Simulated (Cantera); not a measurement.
An isothermal, constant-pressure homogeneous reactor starts with H2 : O2 : N2 = 0.015 : 1 : 0.61 (molar parts), equivalence ratio 0.0075, at 1425 K and 840 Pa.

Model: the H2/O2 subset of GRI-Mech 3.0, which has no nitrogen chemistry, integrated in Cantera. Radical loss at walls, strong at low pressure, is not modelled.

Task: Predict: x(H2) at 2.00 s; x(O2) at 2.00 s; x(H) at 2.00 s; x(H2O) at 2.00 s; x(H2O2) at 2.00 s; x(O) at 2.00 s.

Result: 
```json
{
 "x(H2) at 2.00 s": "1.68e-5 (gas-phase equilibrium 8.54e-8)",
 "x(O2) at 2.00 s": "0.611 (gas-phase equilibrium 0.614)",
 "x(H) at 2.00 s": "6.28e-5 (gas-phase equilibrium 2.19e-8)",
 "x(H2O) at 2.00 s": "0.00885 (gas-phase equilibrium 0.00925)",
 "x(H2O2) at 2.00 s": "3.16e-9 (gas-phase equilibrium 8.74e-11)",
 "x(O) at 2.00 s": "0.00244 (gas-phase equilibrium 1.19e-5)"
}
```
